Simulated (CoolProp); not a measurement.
Isobutene along the isotherm 550 K: fugacity coefficient from the reference equation and from simpler models built on Tc = 418.1 K, pc = 4016 kPa, ω = 0.193; each cubic takes its own stable root.

Values from CoolProp's reference Helmholtz-energy equation of state, Lemmon 2005. It is a short technical equation, of lower accuracy than the large ones.

| p (kPa) | phase | reference |
|---|---|---|
| 4020 | supercritical | 0.8701 |
| 8030 | supercritical | 0.7597 |
| 12000 | supercritical | 0.6753 |
| 16100 | supercritical | 0.6158 |
| 20100 | supercritical | 0.5795 |
| 24100 | supercritical | 0.5580 |
| 28100 | supercritical | 0.5466 |
| 32100 | supercritical | 0.5425 |
| 36100 | supercritical | 0.5441 |
| 40200 | supercritical | 0.5502 |

Q: How far does each simpler model (van der Waals, Peng-Robinson) lie from the reference over these 10 states: mean and median of the absolute difference, and the worst?

A: 
- van der Waals: mean 4.1 %, median 4.3 %, worst -7.1 % at 550 K and 12000 kPa
- Peng-Robinson: mean 1.3 %, median 1.3 %, worst -2.2 % at 550 K and 40200 kPa
